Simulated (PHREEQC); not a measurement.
A PHREEQC speciation (ion-association model, wateq4f.dat) at 3.5 °C gives pH 4.30 and these molalities:

```tsv
species	mol/kgw
SO4-2	0.00546
Mn+2	0.00544
MnSO4	0.00116
H+	5.64e-5
HSO4-	1.16e-5
```

Q: What are the element totals, and what could have been dissolved in 1 kg of water to give them?

A: One answer among several that fit: totals Mn(2) 0.00660, S(6) 0.00663 mol/kgw, from 6.6 mmol/kgw MnSO4 and 0.034 mmol/kgw H2SO4.

No solid was allowed to form. Complexes and solids missing from the database can't appear. Constants without temperature data keep their 25 °C values here.
